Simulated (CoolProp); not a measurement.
R1336mzz(E) along the isotherm 79.35 °C: fugacity coefficient from the reference equation and from simpler models built on Tc = 130.4 °C, pc = 2.779 MPa, ω = 0.413; each cubic takes its own stable root.

Computed with CoolProp (reference Helmholtz-energy equation of state, Akasaka 2023).

```
p (MPa)   phase  reference
-------  ------  ---------
0.018       gas     0.9962
0.0272      gas     0.9943
0.041       gas     0.9914
0.0619      gas     0.9870
0.0934      gas     0.9805
0.141       gas     0.9706
0.212       gas     0.9558
0.321       gas     0.9332
0.484       gas     0.8996
0.729       gas     0.8493
1.1      liquid     0.6918
1.66     liquid     0.4713
2.5      liquid     0.3261
3.78     liquid     0.2295
5.7      liquid     0.1669
```

How far does each simpler model (van der Waals, Redlich-Kwong) lie from the reference over these 15 states: mean and median of the absolute difference, and the worst?


- van der Waals: mean 19.7 %, median 2.1 %, worst +77.5 % at 79.35 °C and 5.7 MPa
- Redlich-Kwong: mean 9.4 %, median 1.0 %, worst +33.0 % at 79.35 °C and 5.7 MPa

At some of these states van der Waals, Redlich-Kwong gives the other phase, because its saturation line lies elsewhere.
